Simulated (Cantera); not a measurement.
Charge: 1 mol Si2Cl6, 0.19 mol NH3, 49 mol N2, at 1.40 mbar.

These are equilibrium values from Cantera (NASA tables, ideal gas, pure condensed phases), not measurements of a reactor. Candidate condensed phases: NH4Cl, Si, Si3N4; 28 gas species. The feed counts by its element totals alone. Equilibrium is a limit: real reactors are often held back by kinetics, nucleation or transport.

Over these rows the condensed part is Si3N4(s). Partial pressures as log10 of bar:

```
T (K)  1000/T (1/K)  log p SiCl2  log p N2  log p SiCl4  log p HCl
-----  ------------  -----------  --------  -----------  ---------
798          1.2531       -11.70     -2.87        -4.42      -4.82
898          1.1136        -9.63     -2.87        -4.42      -4.82
998          1.0020            ?     -2.87        -4.43      -4.81
1098         0.9107        -6.65     -2.87        -4.43      -4.81
1198         0.8347        -5.55     -2.87        -4.47      -4.81
1298         0.7704        -4.72     -2.87        -4.67      -4.82
```

Problem. Fit log p(SiCl2) = a + b·(1000/T) to the five rows, give the apparent enthalpy, and predict the row at 998 K.

Solution. Means: 1000/T = 0.9765, log p = -7.650. Sxy = -2.359141, Sxx = 0.1622181, so b = -14.54 and a = -7.650 − (-14.54)×0.9765 = 6.55.
Apparent enthalpy: −19.145 × (-14.54) = 278 kJ/mol. With the condensed phases at unit activity, 1/6 Si3N4(s) + 1/2 SiCl4(g) = SiCl2(g) + 1/3 N2(g) links this pressure to the main gases: over the six rows their terms move log p by -0.12 in all, so the slope is close to that reaction's ΔH°. The five rows lie within 0.07 of the line.
Prediction at 998 K: 6.55 + (-14.54)×1.0020 = -8.02. The computed value is -7.99, 0.03 from the line.
